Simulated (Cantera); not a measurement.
Transport properties of process gases

Gas mixture: O₂ = 0.81 (molar parts), at 1200 Pa, frozen composition.

Cantera's kinetic-theory transport with the Lennard-Jones parameters of GRI-Mech 3.0, ideal gas; thermal conductivity in the multicomponent form.

```csv
T (K),ρ (kg/m³),cp (J/kg/K),μ (µPa s),λ (mW/m/K),Pr,D (cm²/s) NH₃,D (cm²/s) H₂O,D (cm²/s) OH
400,0.0115,941.4,25.6,33.9,0.712,32.5,33.7,45.0
600,0.00770,1003,34.1,48.1,0.710,68.6,72.0,89.7
800,0.00577,1055,41.4,61.5,0.710,114,121,145
1000,0.00462,1090,47.9,73.7,0.709,169,179,211
1200,0.00385,1114,54.0,84.9,0.708,230,245,286
1400,0.00330,1134,59.7,95.6,0.708,299,319,369
1600,0.00289,1151,65.1,106,0.708,375,401,460
1800,0.00257,1167,70.2,116,0.707,457,489,560
2000,0.00231,1181,75.2,126,0.707,546,584,666
```
D: mixture-averaged diffusion coefficient of that species in the mixture.
